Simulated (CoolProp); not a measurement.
Values from CoolProp's reference Helmholtz-energy equation of state, Bücker 2006.

Problem. Give the vapour pressure (MPa), liquid density (kg/m³), vapour density (kg/m³), liquid cp (kJ/(kg K)) of saturated ethane at 192.8, 210.1, 261.9 K.

Solution. 
```tsv
T (K)	p (MPa)	liquid density (kg/m³)	vapour density (kg/m³)	liquid cp (kJ/(kg K))
192.8	0.155	533	3.04	2.48
210.1	0.335	510	6.26	2.57
261.9	1.80	425	33.4	3.24
```
